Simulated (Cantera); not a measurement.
Charge: 1 mol SiH₄, 99 mol H₂, a varied amount of CH₄, equilibrated at 1775 K and 0.230 bar.

Method: chemical equilibrium by Gibbs-energy minimisation in Cantera with the NASA 1993 tables (ideal gas, pure condensed phases). Candidate condensed phases: C, C₆H₆, C₇H₈, C₈H₁₈, Si, SiC; 87 gas species. Mutual solubility and eutectic melting of coexisting phases are not modelled. Gases not in the tables: Si₂H₆ and higher silanes. Rates play no part.

### Question
Which condensed phases are stable at each of these points (n(CH₄) (mol)): 0.35, 0.49, 0.63, 0.78, 0.92, 1.1, 1.2, 1.4, 1.5, 1.6, 1.8, 1.9?

### Answer
```json
[
 {"n(CH₄) (mol)": "0.35", "condensed phases": "Si(l) + SiC(s)", "Si condensed (%)": "99.6"},
 {"n(CH₄) (mol)": "0.49", "condensed phases": "Si(l) + SiC(s)", "Si condensed (%)": "99.6"},
 {"n(CH₄) (mol)": "0.63", "condensed phases": "Si(l) + SiC(s)", "Si condensed (%)": "99.6"},
 {"n(CH₄) (mol)": "0.78", "condensed phases": "Si(l) + SiC(s)", "Si condensed (%)": "99.6"},
 {"n(CH₄) (mol)": "0.92", "condensed phases": "Si(l) + SiC(s)", "Si condensed (%)": "99.6"},
 {"n(CH₄) (mol)": "1.1", "condensed phases": "C(graphite) + SiC(s)", "Si condensed (%)": "100.0"},
 {"n(CH₄) (mol)": "1.2", "condensed phases": "C(graphite) + SiC(s)", "Si condensed (%)": "100.0"},
 {"n(CH₄) (mol)": "1.4", "condensed phases": "C(graphite) + SiC(s)", "Si condensed (%)": "100.0"},
 {"n(CH₄) (mol)": "1.5", "condensed phases": "C(graphite) + SiC(s)", "Si condensed (%)": "100.0"},
 {"n(CH₄) (mol)": "1.6", "condensed phases": "C(graphite) + SiC(s)", "Si condensed (%)": "100.0"},
 {"n(CH₄) (mol)": "1.8", "condensed phases": "C(graphite) + SiC(s)", "Si condensed (%)": "100.0"},
 {"n(CH₄) (mol)": "1.9", "condensed phases": "C(graphite) + SiC(s)", "Si condensed (%)": "100.0"}
]
```

From 0.35 mol CH₄ to 0.92 mol CH₄ the condensed part is Si(l) + SiC(s). From 1.1 mol CH₄ to 1.9 mol CH₄ the condensed part is C(graphite) + SiC(s).
